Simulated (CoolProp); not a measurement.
A Linde-Hampson liquefier for oxygen: isothermal reversible compression at 290 K from 1 atm to 40 MPa, throttling to 1 atm, return gas leaving the recuperator 2 K below the feed. Each further row changes one setting.

The numbers come from the reference Helmholtz-energy equation of state, Schmidt 1985 in CoolProp.

| case | liquid yield per pass | compression work (kJ/kg of gas) |
|---|---|---|
| as stated | 0.166 | 441 |
| high pressure 80 MPa | 0.165 | 505 |
| warm-end temperature 320 K | 0.127 | 493 |
| warm-end gap 7 K | 0.156 | 441 |

Above 300 K oxygen's equation is extrapolated.
